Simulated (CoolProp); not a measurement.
Ethanol along the isobar 1.35 MPa: Z from the reference equation and from simpler models built on Tc = 241.6 °C, pc = 6.268 MPa, ω = 0.644; each cubic takes its own stable root.

Values from CoolProp's reference Helmholtz-energy equation of state, Schroeder 2014.

```
T (°C)   phase  reference  van der Waals  Soave-Redlich-Kwong  Peng-Robinson
------  ------  ---------  -------------  -------------------  -------------
79.05   liquid    0.02880        0.05433                    ?        0.03021
87.25   liquid    0.02846        0.05386              0.03375        0.02991
95.45   liquid    0.02816         0.8349              0.03348        0.02965
103.65  liquid    0.02789         0.8448              0.03326        0.02944
111.85  liquid    0.02766         0.8538              0.03310              ?
120.05  liquid    0.02747         0.8620              0.03299        0.02917
128.25  liquid    0.02733         0.8695              0.03295        0.02912
136.45  liquid    0.02723         0.8764              0.03298        0.02913
144.65  liquid    0.02718         0.8828              0.03309        0.02921
152.85  liquid    0.02719         0.8887              0.03330        0.02938
161.05  liquid    0.02726         0.8942              0.03362        0.02966
169.25     gas     0.8419         0.8993               0.8525              ?
177.45     gas     0.8584         0.9041               0.8636         0.8547
185.65     gas     0.8725         0.9085               0.8736         0.8649
193.85     gas          ?         0.9127               0.8828         0.8741
202.05     gas     0.8955         0.9166               0.8911         0.8825
```

What belongs in the gaps?


- 79.05, Soave-Redlich-Kwong: 0.03408
- 111.85, Peng-Robinson: 0.02928
- 169.25, Peng-Robinson: 0.8436
- 193.85, reference: 0.8848

At some of these states van der Waals gives the other phase, because its saturation line lies elsewhere.
